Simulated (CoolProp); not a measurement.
Vapour-liquid equilibrium of benzene (1) + ethylbenzene (2) at 514.1 K; x and y are mole fractions of (1).

Computed with CoolProp (multi-fluid Helmholtz-energy mixture model, Thol 2012 and Zhou 2012; pair parameters Bell 2016).

```csv
x,"bubble pressure, mixture model (MPa)","bubble pressure, Raoult's law (MPa)","y, mixture model","y, Raoult's law"
0.05,0.9503,0.9748,0.099,0.135
0.125,1.049,1.106,0.230,0.298
0.2,1.152,1.238,0.344,0.427
0.275,1.261,1.370,0.444,0.530
0.35,1.375,1.501,0.532,0.616
0.425,1.495,1.633,0.610,0.688
0.5,1.622,1.764,0.679,0.749
0.575,1.755,1.896,0.742,0.801
0.65,1.894,2.027,0.798,0.847
0.725,2.040,2.159,0.848,0.887
0.8,2.194,2.291,0.894,0.923
0.875,2.355,2.422,0.937,0.954
0.95,2.524,2.554,0.976,0.983
```

The largest gap from Raoult's law is -8.5 % in bubble pressure, at x = 0.425. No azeotrope shows between x = 0.05 and 0.95.

Pair parameters are fitted to limited data, so mixtures are less certain than the pure fluids.
